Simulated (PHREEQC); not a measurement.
**Acid mine or pickling water (model solution)**

Synthetic water in mg/L, 25 °C, pH 2.82, pe 11.6: Na 109; K 54.4; Ca 944; Mg 0.622; Cl 780; S(6) as SO4 1960; Si as SiO2 3.22; Al 19.1.

Valence states are taken as typed.

Computed with PHREEQC (ion-association model, phreeqc.dat).

Precipitation was switched off in this run.

Task: Predict the ionic strength, specific conductance.

Result: ionic strength 0.0754 mol/kgw; specific conductance 5210 µS/cm.

Task: In which forms is Mg present?

Result: Mg+2 66 %, MgSO4 34 % of the Mg.

The solution is supersaturated, for example in Gypsum, so a real one may precipitate; this is no full list.
